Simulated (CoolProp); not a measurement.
Aqueous potassium formate as a coolant, at 29 °C, 1 atm.

Model: Melinder's fits for secondary coolants, in CoolProp.

| mass % | freezing point (°C) | density (kg/m³) | cp (kJ/(kg K)) | conductivity (W/(m K)) | Prandtl number |
|---|---|---|---|---|---|
| 4.2 | -1.9 | 1022 | 4.022 | 0.603 | 5.96 |
| 9.1 | -4.4 | 1052 | 3.845 | 0.592 | 6.21 |
| 13.9 | -7.3 | 1081 | 3.677 | 0.582 | 6.44 |
| 18.8 | -10.7 | 1111 | 3.510 | 0.574 | 6.78 |
| 23.7 | -14.7 | 1143 | 3.350 | 0.565 | 7.25 |
| 28.6 | -19.6 | 1176 | 3.199 | 0.555 | 7.81 |
| 33.5 | -25.4 | 1211 | 3.060 | 0.544 | 8.40 |
| 38.4 | -32.4 | 1246 | 2.934 | 0.532 | 9.05 |
| 43.3 | -40.7 | 1283 | 2.817 | 0.518 | 10.0 |
